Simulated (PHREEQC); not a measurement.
Dissolve 0.031 mol/kgw H2SO4, 9.6e-05 mol/kgw Al2(SO4)3 and 0.15 mol/kgw Fe2(SO4)3 at 20 °C. Closed to the air; pH follows from the charge balance.

Model: ion-association model, phreeqc.dat, run in PHREEQC.

| quantity | before | after |
|---|---|---|
| pH | 1.88 | 2.43 |
| ionic strength (mol/kgw) | 0.401 | 0.418 |
| FeSO4+ (mol/kgw) | 0.197 | 0.194 |
| SO4-2 (mol/kgw) | 0.0839 | 0.0878 |
| Fe(SO4)2- (mol/kgw) | 0.0765 | 0.0773 |
| HSO4- (mol/kgw) | 0.0299 | 0.00859 |
| SI of Fe(OH)3(a) (Fe(OH)3) | -2.39 | -0.75 |
| SI of Goethite (FeOOH) | +3.32 | +4.96 |

Name the change that produced these shifts.
A) diluted 2-fold with water
B) Al2(SO4)3 from 9.6e-05 to 8.64e-05 mol/kgw
C) 0.002 mol/kgw H4SiO4 added
D) H2SO4 left out
E) diluted 5-fold with water

D, H2SO4 left out

No solid was allowed to form. Some of these states are supersaturated (in Hematite (slow to form), Goethite (slow to form), for instance).
